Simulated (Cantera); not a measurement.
Cantera run, input and output.

```python
import numpy as np
import cantera as ct

gas = ct.Solution("gri30.yaml")
gas.TPX = 375, 65000, {'CH4': 1, 'C2H6': 1.1, 'C3H8': 0.66, 'O2': 6.54, 'N2': 24.6}
flame = ct.FreeFlame(gas, width=0.054)
flame.set_refine_criteria(ratio=3, slope=0.08, curve=0.16)
flame.transport_model = "mixture-averaged"
flame.solve(loglevel=0, auto=True)
z, T = flame.grid, flame.T
thick = (T[-1] - T[0]) / np.gradient(T, z).max()
show = ['CH4', 'C2H6', 'C3H8', 'CH2O', 'HCO', 'CH2CO']
print(f"laminar burning velocity  {flame.velocity[0] * 100:.3f} cm/s")
print(f"burnt temperature         {T[-1]:.1f} K")
print(f"thermal thickness         {thick * 1e3:.4f} mm")
print(f"grid points               {len(z)}")
z0 = z[flame.heat_release_rate.argmax()]
print(f"{'z/mm':>9s}{'T/K':>9s}{'u/(m/s)':>9s}" + "".join(f"{s:>11s}" for s in show))
rows = []
for k in (-3, -2, -1.5, -1, -0.5, -0.25, 0, 0.25, 0.5, 1, 2, 4, 8):
    zz = z0 + k * thick
    rows.append([k * thick, np.interp(zz, z, T), np.interp(zz, z, flame.velocity),
                 *(np.interp(zz, z, flame.X[gas.species_index(s)]) for s in show)])
    print(f"{rows[-1][0] * 1e3:9.3f}{rows[-1][1]:9.1f}{rows[-1][2]:9.3f}" + "".join(f"{x:11.3e}" for x in rows[-1][3:]))
```

Output:

```
laminar burning velocity  43.650 cm/s
burnt temperature         2066.2 K
thermal thickness         0.6691 mm
grid points               151
     z/mm      T/K  u/(m/s)        CH4       C2H6       C3H8       CH2O        HCO      CH2CO
   -2.007    375.4    0.438  2.940e-02  3.236e-02  1.942e-02  1.763e-07  4.743e-20  9.539e-09
   -1.338    378.1    0.443  2.921e-02  3.221e-02  1.934e-02  1.984e-06  3.578e-17  1.305e-07
   -1.004    390.7    0.461  2.886e-02  3.196e-02  1.921e-02  1.480e-05  1.110e-14  1.203e-06
   -0.669    492.3    0.590  2.726e-02  3.065e-02  1.868e-02  2.120e-04  8.709e-11  2.543e-05
   -0.335    979.3    1.221  2.093e-02  2.077e-02  1.268e-02  1.565e-03  4.788e-07  3.981e-04
   -0.167   1387.6    1.782  1.482e-02  8.767e-03  4.042e-03  1.631e-03  1.496e-05  9.860e-04
    0.000   1742.9    2.285  6.124e-03  6.160e-04  8.180e-05  5.493e-04  4.077e-05  7.374e-04
    0.167   1916.0    2.521  1.171e-03  6.120e-06  4.381e-08  1.293e-04  1.855e-05  1.160e-04
    0.335   1971.4    2.589  1.816e-04  1.069e-07  1.015e-11  2.805e-05  4.629e-06  1.407e-05
    0.669   1996.6    2.614  7.083e-06  2.034e-10  4.773e-16  1.513e-06  3.733e-07  7.782e-07
    1.338   2009.8    2.625  9.186e-08  4.251e-14  3.062e-21  2.295e-08  1.166e-07  1.475e-08
    2.676   2024.3    2.641  3.251e-10  4.885e-18  1.500e-26  1.169e-09  9.332e-08  5.013e-11
    5.353   2040.4    2.660  8.410e-13  6.581e-21  5.683e-32  1.144e-09  6.940e-08  8.001e-14
```

Detailed kinetics in Cantera: GRI-Mech 3.0 (53 species, 325 reactions). GRI-Mech 3.0 was tuned for natural gas; its chemistry of propane as a main component is partial and can be far from experiment. Burning velocities carry a grid error of a few per cent, more on coarse grids.
